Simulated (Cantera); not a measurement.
Charge: 1 mol Mg(OH)₂, 0.041 mol CO₂, 0.18 mol H₂, 0.47 mol H₂O, at 800 K and 11.0 mbar.

Cantera equilibrium calculation (NASA polynomials, part measured and part estimated; ideal gas, pure solids and liquids). Candidate condensed phases: C, C₆H₆, C₇H₈, C₈H₁₈, H₂O, Mg, MgCO₃, MgO, Mg(OH)₂; 116 gas species. The numbers say what is thermodynamically allowed, not how fast it happens.

Base state: H₂O 0.870, H₂ 0.106, CO₂ 0.0236, CO 0.000679 (mole fractions); condensed: MgO(s).

Question: What changes in the equilibrium state with this change: H₂ from 0.18 to 0.99 mol?

Answer: 
```tsv
species	before	after
H₂O	0.870	0.590
H₂	0.106	0.394
CO₂	0.0236	0.0142
CO	0.000679	0.00224
MgO(s), mol	1.00	1.00
```

Question: What changes in the equilibrium state with this change: temperature from 800 K to 1573 K?

Answer: 
```json
[
 {"species": "H₂O", "before": "0.870", "after": "0.875"},
 {"species": "H₂", "before": "0.106", "after": "0.100"},
 {"species": "CO₂", "before": "0.0236", "after": "0.0182"},
 {"species": "CO", "before": "0.000679", "after": "0.00604"},
 {"species": "H", "before": "<1e-9", "after": "0.000123"},
 {"species": "OH", "before": "<1e-9", "after": "3.87e-5"},
 {"species": "MgO(s), mol", "before": "1.00", "after": "1.000"}
]
```
